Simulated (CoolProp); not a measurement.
Model: reference Helmholtz-energy equation of state, Lemmon 2006, in CoolProp. It is a short technical equation, of lower accuracy than the large ones.

Question: For R141b, give the phase and the Z, Joule-Thomson coefficient (K/MPa), expansivity (1/kK), viscosity (µPa s) at 371 K and 0.351 MPa; 371 K and 1.93 MPa.

Answer: 
- 371 K and 0.351 MPa: gas; Z 0.932, Joule-Thomson coefficient 21.4, expansivity 3.45, viscosity 11.2
- 371 K and 1.93 MPa: liquid; Z 0.0675, Joule-Thomson coefficient -0.124, expansivity 2.23, viscosity 198

Viscosity comes from a separate model (Huber 2003), an estimate that may be off by 10 % or more.
